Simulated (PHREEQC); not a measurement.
Buffer (model solution)

Dissolve 15 mmol/kgw H3PO4, 51 mmol/kgw Na2SO4, 180 mmol/kgw KCl and 130 mmol/kgw H2SO4 at 25 °C. Closed to the air; pH follows from the charge balance.

All values are PHREEQC results (ion-association model, phreeqc.dat), not measurements.

| Item | Value |
|---|---|
| pH | 0.98 |
| ionic strength | 0.446 mol/kgw |
| activity of water | 0.987 |
| specific conductance | 65200 µS/cm |
| density | 1.020 g/cm³ |
| total alkalinity | -275 meq/kg |

| species | molality | activity | log γ |
|---|---|---|---|
| Cl- | 0.180 | 0.118 | -0.182 |
| K+ | 0.170 | 0.111 | -0.186 |
| H+ | 0.137 | 0.105 | -0.115 |
| HSO4- | 0.125 | 0.0913 | -0.136 |
| Na+ | 0.0975 | 0.0701 | -0.143 |
| SO4-2 | 0.0416 | 0.00895 | -0.667 |
| H3PO4 | 0.0136 | 0.0151 | 0.045 |
| KSO4- | 0.00998 | 0.00697 | -0.156 |
| NaSO4- | 0.00451 | 0.00315 | -0.156 |
| H2PO4- | 0.00140 | 0.000976 | -0.156 |
| HPO4-2 | 2.58e-9 | 5.78e-10 | -0.650 |

Precipitation was switched off in this run. Species that the database lacks are ignored.
